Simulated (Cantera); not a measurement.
Input: 1 mol Pb, 0.0011 mol H2S, 57 mol H2, equilibrated at 1723.15 K and 0.100 bar.

Equilibrium computed with Cantera from the NASA thermochemical tables; the gas is ideal and each condensed phase is pure. Candidate condensed phases: Pb, PbS, S; 10 gas species. Kinetics and transport are ignored.

Base state: H2 0.982, Pb 0.0172, H 0.000572, H2S 1.03e-5 (mole fractions); condensed: gas only.

Problem. What changes in the equilibrium state with this change: pressure from 0.100 bar to 5.80 mbar?

Solution. 
```json
[
 {"species": "H2", "before": "0.982", "after": "0.980"},
 {"species": "Pb", "before": "0.0172", "after": "0.0172"},
 {"species": "H", "before": "0.000572", "after": "0.00237"},
 {"species": "H2S", "before": "1.03e-5", "after": "8.86e-6"}
]
```
